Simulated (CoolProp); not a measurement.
Properties of carbon monoxide along the isotherm -137.95 °C.

Model: reference Helmholtz-energy equation of state, Lemmon 2006, in CoolProp. It is a short technical equation, of lower accuracy than the large ones.

```json
[
 {"p (kPa)": "16.6", "phase": "gas", "Z": "0.9985", "cp (kJ/(kg K))": "1.041", "isothermal compressibility (1/MPa)": "60.33", "expansivity (1/kK)": "7.429"},
 {"p (kPa)": "25", "phase": "gas", "Z": "0.9977", "cp (kJ/(kg K))": "1.042", "isothermal compressibility (1/MPa)": "40.09", "expansivity (1/kK)": "7.446"},
 {"p (kPa)": "37.8", "phase": "gas", "Z": "0.9966", "cp (kJ/(kg K))": "1.044", "isothermal compressibility (1/MPa)": "26.55", "expansivity (1/kK)": "7.471"},
 {"p (kPa)": "57", "phase": "gas", "Z": "0.9948", "cp (kJ/(kg K))": "1.047", "isothermal compressibility (1/MPa)": "17.64", "expansivity (1/kK)": "7.510"},
 {"p (kPa)": "85.9", "phase": "gas", "Z": "0.9922", "cp (kJ/(kg K))": "1.051", "isothermal compressibility (1/MPa)": "11.73", "expansivity (1/kK)": "7.569"},
 {"p (kPa)": "130", "phase": "gas", "Z": "0.9881", "cp (kJ/(kg K))": "1.057", "isothermal compressibility (1/MPa)": "7.785", "expansivity (1/kK)": "7.660"},
 {"p (kPa)": "196", "phase": "gas", "Z": "0.9820", "cp (kJ/(kg K))": "1.067", "isothermal compressibility (1/MPa)": "5.196", "expansivity (1/kK)": "7.801"},
 {"p (kPa)": "295", "phase": "gas", "Z": "0.9728", "cp (kJ/(kg K))": "1.082", "isothermal compressibility (1/MPa)": "3.486", "expansivity (1/kK)": "8.021"},
 {"p (kPa)": "445", "phase": "gas", "Z": "0.9586", "cp (kJ/(kg K))": "1.106", "isothermal compressibility (1/MPa)": "2.347", "expansivity (1/kK)": "8.377"},
 {"p (kPa)": "672", "phase": "gas", "Z": "0.9365", "cp (kJ/(kg K))": "1.147", "isothermal compressibility (1/MPa)": "1.594", "expansivity (1/kK)": "8.976"},
 {"p (kPa)": "1010", "phase": "gas", "Z": "0.9022", "cp (kJ/(kg K))": "1.219", "isothermal compressibility (1/MPa)": "1.106", "expansivity (1/kK)": "10.03"},
 {"p (kPa)": "1530", "phase": "gas", "Z": "0.8455", "cp (kJ/(kg K))": "1.368", "isothermal compressibility (1/MPa)": "0.7891", "expansivity (1/kK)": "12.21"},
 {"p (kPa)": "2310", "phase": "gas", "Z": "0.7473", "cp (kJ/(kg K))": "1.774", "isothermal compressibility (1/MPa)": "0.6200", "expansivity (1/kK)": "18.01"},
 {"p (kPa)": "3480", "phase": "gas", "Z": "0.5250", "cp (kJ/(kg K))": "5.319", "isothermal compressibility (1/MPa)": "0.8579", "expansivity (1/kK)": "66.67"},
 {"p (kPa)": "5250", "phase": "supercritical", "Z": "0.2737", "cp (kJ/(kg K))": "4.007", "isothermal compressibility (1/MPa)": "0.07600", "expansivity (1/kK)": "28.49"}
]
```
